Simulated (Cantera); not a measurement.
An isothermal, constant-pressure homogeneous reactor starts with CH4 : N2 = 1 : 5.6 (molar parts), at 1323 K and 0.490 bar. Integrator tolerance rtol = 1e-08.

Model: GRI-Mech 3.0 (53 species, 325 reactions), integrated in Cantera. GRI-Mech 3.0 stops at C3 and has no aromatics, soot or wall deposition, so with more carbon than oxygen in the feed, carbon stays in small species such as C2H2 where larger ones or solid carbon would form.

Q: What does this change do: temperature 1323 to 1125 K?

A: 
```
quantity                                              before                                    after
-----------------  -----------------------------------------  ---------------------------------------
x(CH4) at 80.0 s       0.0856 (gas-phase equilibrium 0.0321)      0.151 (gas-phase equilibrium 0.101)
x(C2H2) at 80.0 s      0.0263 (gas-phase equilibrium 0.0221)  3.81e-6 (gas-phase equilibrium 0.00533)
x(CH3) at 80.0 s     6.78e-6 (gas-phase equilibrium 3.70e-6)  3.43e-7 (gas-phase equilibrium 4.83e-7)
x(C2H) at 80.0 s   5.72e-11 (gas-phase equilibrium 6.98e-11)    <1e-12 (gas-phase equilibrium <1e-12)
x(CH2) at 80.0 s   1.73e-11 (gas-phase equilibrium 1.38e-11)    <1e-12 (gas-phase equilibrium <1e-12)
```

Q: What does this change do: temperature 1323 to 1648 K?

A: 
| quantity | before | after |
|---|---|---|
| x(CH4) at 80.0 s | 0.0856 (gas-phase equilibrium 0.0321) | 0.00211 (gas-phase equilibrium 0.00138) |
| x(C2H2) at 80.0 s | 0.0263 (gas-phase equilibrium 0.0221) | 0.0644 (gas-phase equilibrium 0.0269) |
| x(CH3) at 80.0 s | 6.78e-6 (gas-phase equilibrium 3.70e-6) | 1.25e-5 (gas-phase equilibrium 8.10e-6) |
| x(C2H) at 80.0 s | 5.72e-11 (gas-phase equilibrium 6.98e-11) | 8.09e-8 (gas-phase equilibrium 3.36e-8) |
| x(CH2) at 80.0 s | 1.73e-11 (gas-phase equilibrium 1.38e-11) | 3.56e-9 (gas-phase equilibrium 2.30e-9) |
